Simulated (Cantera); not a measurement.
Mixture: CH3OH : O2 : N2 = 1 : 1.07 : 4.82 (molar parts), equivalence ratio 1.4, at 1.78 atm, adiabatic and at constant pressure. Ignition delay is the time to a rise of 400 K.

Computed with Cantera and GRI-Mech 3.0 (53 species, 325 reactions). GRI-Mech 3.0 was tuned for natural gas; its chemistry of methanol as a main component is partial and can be far from experiment.

Question: What does this change do: pressure from 1.78 atm to 1.00 atm?

Answer: 
| quantity | before | after |
|---|---|---|
| delay at 1200 K | 5.52 ms | 9.11 ms |
| delay at 1250 K | 2.51 ms | 4.15 ms |
| delay at 1300 K | 1.22 ms | 2.03 ms |
| delay at 1350 K | 0.633 ms | 1.06 ms |
| delay at 1400 K | 0.349 ms | 0.584 ms |
| delay at 1450 K | 0.203 ms | 0.341 ms |
| delay at 1500 K | 0.124 ms | 0.210 ms |
| apparent activation energy between 1400 and 1500 K | 180 kJ/mol | 180 kJ/mol |
